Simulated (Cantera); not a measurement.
Cantera run:

```python
import numpy as np
import cantera as ct

gas_names = [...]  # 47 gases of nasa_gas.yaml made of Cl, H, N, O, Si
cond_names = """
    H2O(s) H2O(L) NH4CL(a) NH4CL(b) Si(cr) Si(L) SiO2(Lqz) SiO2(hqz) SiO2(L) Si2N2O(s) Si3N4(a)
""".split()


# ... load() reads the species with a 1 bar reference pressure and builds the phases ...
atoms = {
    'SiH2Cl2': {'Si': 1, 'H': 2, 'CL': 2},
    'N2O': {'N': 2, 'O': 1},
    'N2': {'N': 2},
}
top_T = {'Si2N2O(s)': 2100, 'Si3N4(a)': 2400}  # K; cautious upper limits of use, not melting points


# ... equilibrate(T, P, feed) seeds the gas with the atoms and calls Mixture.equilibrate('TP', solver="vcs", rtol=1e-11, max_steps=5000) ...
results = []
feed = {'SiH2Cl2': 1, 'N2O': 0.39, 'N2': 200}  # mol
P = 18000  # Pa
for T in [673, 823, 973, 1123, 1273, 1423, 1573, 1723, 1873, 2023, 2173]:
    mix = equilibrate(T, P, feed)
    results.append((T, P, feed, dict(zip(mix.species_names, mix.species_moles))))

top = {s: max(r[3][s] / sum(r[3][g] for g in gas_names) for r in results) for s in gas_names}
cols = sorted((s for s in top if top[s] > 0.0001), key=lambda s: -top[s])[:6]
seen = [c for c in cond_names if any(r[3].get(c, 0) > 1e-12 for r in results)]
print("log10 of partial pressures in bar; condensed amounts in mol")
print(f"{'T/K':>10s}" + "".join(f"{s[:9]:>10s}" for s in cols + seen))
for T, P, feed, n in results:
    ng = sum(n[g] for g in gas_names)
    print(f"{T:10.4g}" + "".join(f"{np.log10(max(n[s] / ng * P / 1e5, 1e-99)):10.3f}" for s in cols)
          + "".join(f"{n.get(c, 0):10.4g}" for c in seen))
```

Result:

```
log10 of partial pressures in bar; condensed amounts in mol
       T/K        N2       HCL        H2     SiCL2       SiO     SiCL4 Si2N2O(s)  Si3N4(a)
       673    -0.749    -2.931    -3.515   -15.563   -32.388    -3.816      0.39    0.0162
       823    -0.749    -2.883    -3.623   -11.592   -24.015    -3.925      0.39   0.02886
       973    -0.749    -2.858    -3.702    -8.861   -18.253    -4.003      0.39   0.03618
      1123    -0.749    -2.843    -3.759    -6.873   -14.051    -4.065      0.39   0.04064
      1273    -0.749    -2.835    -3.794    -5.376   -10.854    -4.137      0.39   0.04185
      1423    -0.749    -2.843    -3.762    -4.290    -8.344    -4.368      0.39   0.02922
      1573    -0.749    -2.872    -3.660    -3.785    -6.078    -5.045    0.3891         0
      1723    -0.749    -2.920    -3.541    -3.582    -4.092    -5.895    0.2991         0
      1873    -0.750    -3.167    -3.268    -3.276    -3.461    -7.054         0         0
      2023    -0.750    -3.161    -3.283    -3.292    -3.461    -7.633         0         0
      2173    -0.750    -3.139    -3.327    -3.348    -3.461    -8.106         0         0
```

Cantera equilibrium calculation (NASA polynomials, part measured and part estimated; ideal gas, pure solids and liquids). Mutual solubility and eutectic melting of coexisting phases are not modelled. The tables' values for SiCl, SiCl3, SiN are old estimates; treat these amounts as uncertain.
